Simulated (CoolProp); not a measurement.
A single-stage vapour-compression cycle with c-C4F8 (RC318): evaporating at 246.15 K (dew point), condensing at 307.15 K (bubble point), superheat 8 K, subcooling 5 K, compressor efficiency 0.65, no pressure losses. Each further row changes one setting.

Computed with CoolProp (reference Helmholtz-energy equation of state, Platzer 1990). This equation is an older, rougher fit; its heat capacities, sound speeds and derivatives of the liquid may be far off and weren't checked against measurements.

```
case                              cooling COP  pressure ratio  discharge temperature (K)  refrigerating effect (kJ/kg)  volumetric capacity (kJ/m³)
--------------------------------  -----------  --------------  -------------------------  ----------------------------  ---------------------------
as stated                                1.83            10.6                      311.0                          70.5                          264
evaporating temperature 251.15 K         2.12            8.32                      310.6                          73.9                          348
condensing temperature 302.15 K          2.11            9.14                      307.1                          76.0                          284
subcooling 10 K                          1.98            10.6                      311.0                          76.0                          284
superheat 18 K                           1.92            10.6                      321.8                          77.7                          279
compressor efficiency 0.55               1.55            10.6                      319.2                          70.5                          264
```
